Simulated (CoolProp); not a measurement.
The fluid at 410.22 K and 0.307 MPa flows at 0.73 m/s in a round tube of 100 mm bore and 0.25 µm roughness, fully developed (64/Re and Nu = 3.66 if laminar; Colebrook and Gnielinski if turbulent). The same conditions are run with several fluids, on thermodynamics alone (safety and materials aside).

Computed with CoolProp (reference Helmholtz-energy equation of state of each fluid (n-nonane: Lemmon 2006; n-decane: Lemmon 2006; toluene: Lemmon 2006; ethylbenzene: Zhou 2012; o-xylene: Zhou 2012)).

### Question
Rank n-nonane, n-decane, toluene, ethylbenzene, o-xylene by Reynolds number, highest first.

### Answer
toluene (266000), ethylbenzene (241000), o-xylene (218000), n-nonane (196000), n-decane (174000)

```
fluid         Darcy friction factor  pressure drop (Pa/m)  heat-transfer coefficient (W/(m² K))  mass flow (kg/h)
------------  ---------------------  --------------------  ------------------------------------  ----------------
n-nonane                     0.0157                  26.1                                  1020             12800
n-decane                     0.0161                  27.3                                   988             13100
toluene                      0.0148                  29.7                                  1120             15500
ethylbenzene                 0.0151                  30.6                                  1100             15700
o-xylene                     0.0154                  31.9                                  1080             16000
```

Transport values come from each fluid's own correlations; those of ethylbenzene are estimates that may be off by 10 % or more.
